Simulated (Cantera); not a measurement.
A Cantera script and its output.

```python
import numpy as np
import cantera as ct

gas = ct.Solution("SiF4_NH3_mec.yaml", "gas")
gas.TPX = 1450, 150000, {'NH3': 1, 'N2': 0.75}
inlet = ct.Reservoir(gas, clone=True)

reactor = ct.IdealGasConstPressureReactor(gas, energy="off", clone=False)
exhaust = ct.Reservoir(gas, clone=True)
tau = [3.6, 1.1, 0.31, 0.091, 0.027, 0.0078, 0.0023, 0.00067, 0.0002][0]
for a, b in ((inlet, reactor), (reactor, exhaust)):
    ct.MassFlowController(a, b, mdot=lambda t: reactor.mass / tau)
net = ct.ReactorNet([reactor])
show = ['NH3', 'N2H4', 'N', 'H2', 'N2', 'NH']

rows = []
print(f"{'tau/s':>10s}{'T/K':>9s}" + "".join(f"{s:>11s}" for s in show))
for tau in [3.6, 1.1, 0.31, 0.091, 0.027, 0.0078, 0.0023, 0.00067, 0.0002]:
    net.initial_time = 0.0
    net.advance(30 * tau)
    before = gas.X
    net.advance(40 * tau)
    drift = np.max(np.abs(gas.X - before) / (gas.X + 1e-9))
    rows.append([gas.T, *gas[show].X, drift])
    print(f"{tau:10.3e}{gas.T:9.1f}" + "".join(f"{x:11.3e}" for x in gas[show].X))
```

Output:

```
     tau/s      T/K        NH3       N2H4          N         H2         N2         NH
 3.600e+00   1450.0  5.378e-01  1.368e-07  4.197e-10  3.205e-02  4.301e-01  3.268e-08
 1.100e+00   1450.0  5.597e-01  1.580e-07  2.535e-10  1.119e-02  4.291e-01  3.196e-08
 3.100e-01   1450.0  5.680e-01  1.669e-07  9.556e-11  3.291e-03  4.287e-01  2.913e-08
 9.100e-02   1450.0  5.704e-01  1.654e-07  3.076e-11  9.570e-04  4.286e-01  2.696e-08
 2.700e-02   1450.0  5.711e-01  1.501e-07  9.642e-12  2.631e-04  4.286e-01  2.427e-08
 7.800e-03   1450.0  5.714e-01  1.029e-07  2.836e-12  5.767e-05  4.286e-01  1.760e-08
 2.300e-03   1450.0  5.714e-01  2.981e-08  6.372e-13  8.566e-06  4.286e-01  5.962e-09
 6.700e-04   1450.0  5.714e-01  3.058e-09  1.026e-13  1.578e-06  4.286e-01  6.967e-10
 2.000e-04   1450.0  5.714e-01  2.656e-10  5.988e-15  4.422e-07  4.286e-01  6.011e-11
```

Cantera simulation using the gas-phase N/H chemistry of the illustrative SiF4/NH3 mechanism in the Surface Chemkin manual (1991); the numbers are that mechanism's predictions, not measurements. Walls and surfaces, which speed up NH3 decomposition in real reactors, are not modelled.
